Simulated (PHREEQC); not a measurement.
A PHREEQC speciation (ion-association model, phreeqc.dat) at 25 °C gives pH 1.33 and these molalities:

```csv
species,mol/kgw
Na+,0.612
SO4-2,0.209
HSO4-,0.177
NaSO4-,0.108
H+,0.0632
Zn+2,0.0524
ZnSO4,0.0493
Zn(SO4)2-2,0.0383
```

**Question.** What are the element totals, and what could have been dissolved in 1 kg of water to give them?

**Answer.** Several could match; the one computed here: totals Na 0.720, S(6) 0.620, Zn 0.140 mol/kgw, from 0.14 mol ZnSO4, 0.12 mol H2SO4 and 0.36 mol Na2SO4 per kg of water.

Precipitation was switched off in this run. Caution: at this ionic strength the ion-association model is outside its range; a Pitzer model would be the better tool where its parameters exist.
